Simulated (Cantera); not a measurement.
**Reactions in the system F-S-Si**

Cantera with NASA thermochemical tables; ideal gases at 1 bar, condensed phases pure. Values are per mole of reaction as written; species without (g) are pure solids or liquids, kept so even where they would boil at 1 bar.

S + SiF4(g) = Si + SF4(g)

```json
[
 {"T (K)": "300", "ΔH° (kJ)": "851.8", "ΔS° (J/K)": "3.6", "ΔG° (kJ)": "850.7", "log10 K": "-148.12", "condensed phases": "S(s), Si(s)"},
 {"T (K)": "948", "ΔH° (kJ)": "845.9", "ΔS° (J/K)": "-8.4", "ΔG° (kJ)": "853.8", "log10 K": "-47.04", "condensed phases": "S(l), Si(s)"},
 {"T (K)": "973", "ΔH° (kJ)": "845.7", "ΔS° (J/K)": "-8.5", "ΔG° (kJ)": "854.0", "log10 K": "-45.85", "condensed phases": "S(l), Si(s)"},
 {"T (K)": "998", "ΔH° (kJ)": "845.6", "ΔS° (J/K)": "-8.6", "ΔG° (kJ)": "854.3", "log10 K": "-44.71", "condensed phases": "S(l), Si(s)"},
 {"T (K)": "1023", "ΔH° (kJ)": "845.6", "ΔS° (J/K)": "-8.7", "ΔG° (kJ)": "854.5", "log10 K": "-43.63", "condensed phases": "S(l), Si(s)"},
 {"T (K)": "1048", "ΔH° (kJ)": "845.5", "ΔS° (J/K)": "-8.8", "ΔG° (kJ)": "854.7", "log10 K": "-42.60", "condensed phases": "S(l), Si(s)"},
 {"T (K)": "1073", "ΔH° (kJ)": "845.4", "ΔS° (J/K)": "-8.9", "ΔG° (kJ)": "854.9", "log10 K": "-41.62", "condensed phases": "S(l), Si(s)"}
]
```
